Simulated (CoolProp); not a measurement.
Normal hydrogen along the isotherm -238.25 °C: fugacity coefficient from the reference equation and from simpler models built on Tc = -240.0 °C, pc = 1296 kPa, ω = -0.219; each cubic takes its own stable root.

Computed with CoolProp (reference Helmholtz-energy equation of state, Leachman 2009).

| p (kPa) | phase | reference | van der Waals | Redlich-Kwong | Soave-Redlich-Kwong |
|---|---|---|---|---|---|
| 162 | gas | 0.9648 | 0.9674 | 0.9636 | 0.9627 |
| 324 | gas | 0.9300 | 0.9349 | 0.9278 | 0.9260 |
| 486 | gas | 0.8955 | 0.9026 | 0.8924 | 0.8897 |
| 648 | gas | 0.8611 | 0.8703 | 0.8575 | 0.8539 |
| 810 | gas | 0.8270 | 0.8380 | 0.8229 | 0.8183 |
| 972 | gas | 0.7928 | 0.8054 | 0.7886 | 0.7830 |
| 1130 | gas | 0.7592 | 0.7732 | 0.7552 | 0.7485 |
| 1300 | supercritical | 0.7225 | 0.7377 | 0.7191 | 0.7110 |
| 1460 | supercritical | 0.6867 | 0.7026 | 0.6847 | 0.6748 |
| 1620 | supercritical | 0.6481 | 0.6643 | 0.6493 | 0.6366 |
| 1780 | supercritical | 0.6087 | 0.6269 | 0.6137 | 0.5988 |
| 1940 | supercritical | 0.5734 | 0.5941 | 0.5809 | 0.5653 |
